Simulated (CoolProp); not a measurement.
A closed Brayton cycle with carbon dioxide: compressor inlet 331.15 K and 8.6 MPa, high pressure 28 MPa, turbine inlet 660 K, compressor efficiency 0.85, turbine efficiency 0.93, recuperator effectiveness 0 (on enthalpy, no pinch check). Each further row changes one setting.

Computed with CoolProp (reference Helmholtz-energy equation of state, Span 1996).

```
case                           thermal efficiency (%)  net work (kJ/kg)  compressor to turbine work  compressor exit (K)  turbine exit (K)
-----------------------------  ----------------------  ----------------  --------------------------  -------------------  ----------------
as stated                                           …              52.8                        0.56                433.5             532.3
turbine inlet 610 K                              16.2                 …                        0.62                433.5             487.3
compressor inlet 341.15 K                        16.0              45.7                        0.62                450.1             532.3
high pressure 23.8 MPa                           15.1              49.6                        0.53                418.9                 …
recuperator effectiveness 0.5                    20.6              52.8                        0.56                433.5             532.3
```

Problem. Fill in the missing entries.

Solution. 
- as stated, thermal efficiency (%): 16.9
- turbine inlet 610 K, net work (kJ/kg): 40.4
- high pressure 23.8 MPa, turbine exit (K): 549.4
